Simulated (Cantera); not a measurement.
**Thermodynamics of hydrogen reduction and annealing atmospheres, feed Cu2O + H2**

Charge: 1 mol Cu2O, 3.4 mol H2, held at 1698.15 K and 1.00 bar.

Equilibrium computed with Cantera from the NASA thermochemical tables; the gas is ideal and each condensed phase is pure. Candidate condensed phases: Cu, CuO, Cu(OH)2, Cu2O, H2O; 12 gas species. Kinetics and transport are ignored.

| Quantity | Value |
|---|---|
| x(H2) | 0.706 |
| x(H2O) | 0.294 |
| x(Cu) | 0.000155 |
| x(H) | 0.000122 |
| x(OH) | 2.61e-6 |
| n(Cu(l)) | 2.00 mol |
| gas amount | 3.401 mol |
